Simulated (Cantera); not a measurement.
A perfectly stirred reactor is fed with 4.86 % H₂, 5.29 % O₂, 89.9 % N₂, equivalence ratio 0.46, at 173 Torr; it is held at 873 K, and followed from long to short residence time.

Model: GRI-Mech 3.0 (53 species, 325 reactions), integrated in Cantera. Below about 950 K walls govern HO2 and H2O2 in real vessels. The temperature is held fixed by assumption; the heat of reaction is taken as removed at once.

Predict: x(H₂) at τ = 3.30 s; x(O₂) at τ = 3.30 s; x(H₂O) at τ = 3.30 s; x(N₂O) at τ = 3.30 s; x(H) at τ = 3.30 s; x(H₂) at τ = 28.0 ms; x(O₂) at τ = 28.0 ms; x(H₂O) at τ = 28.0 ms; x(N₂O) at τ = 28.0 ms; x(H) at τ = 28.0 ms.

x(H₂) at τ = 3.30 s: 0.00235
x(O₂) at τ = 3.30 s: 0.0304
x(H₂O) at τ = 3.30 s: 0.0474
x(N₂O) at τ = 3.30 s: 2.46e-8
x(H) at τ = 3.30 s: 2.72e-6
x(H₂) at τ = 28.0 ms: 0.0109
x(O₂) at τ = 28.0 ms: 0.0345
x(H₂O) at τ = 28.0 ms: 0.0385
x(N₂O) at τ = 28.0 ms: 5.23e-9
x(H) at τ = 28.0 ms: 0.000240
